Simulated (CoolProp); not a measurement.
Vapour-liquid equilibrium of CH2F2 (R32) (1) + R236EA (2) at 272 kPa; x and y are mole fractions of (1).

Values from CoolProp's multi-fluid Helmholtz-energy mixture model, Tillner-Roth 1997 and Rui 2013; pair parameters Bell 2016.

```
x      bubble temperature (K)  y at the bubble point  dew temperature at overall composition x (K)  liquid density (mol/L)
-----  ----------------------  ---------------------  --------------------------------------------  ----------------------
0.05                    299.4                  0.231                                         305.0                   9.618
0.125                   290.1                  0.479                                         302.8                   10.25
0.2                     282.2                  0.643                                         300.5                   10.91
0.275                   275.4                  0.751                                         298.0                   11.60
0.35                    269.7                  0.823                                         295.3                   12.32
0.425                   264.9                  0.873                                             …                   13.09
0.5                     260.7                  0.909                                         289.2                   13.92
0.575                   257.1                  0.935                                         285.7                       …
0.65                    253.9                  0.954                                         281.8                   15.81
0.725                       …                  0.968                                         277.2                   16.90
0.8                     248.6                  0.980                                         271.7                   18.10
0.875                   246.3                  0.989                                         264.7                   19.46
0.95                    244.3                  0.996                                             …                   20.99
```

### Question
Some entries are withheld; supply them.

### Answer

- 0.425, dew temperature at overall composition x (K): 292.4
- 0.575, liquid density (mol/L): 14.82
- 0.725, bubble temperature (K): 251.1
- 0.95, dew temperature at overall composition x (K): 254.6

No azeotrope shows between x = 0.05 and 0.95.

The pair parameters rest on a limited set of measurements; away from them the model extrapolates.
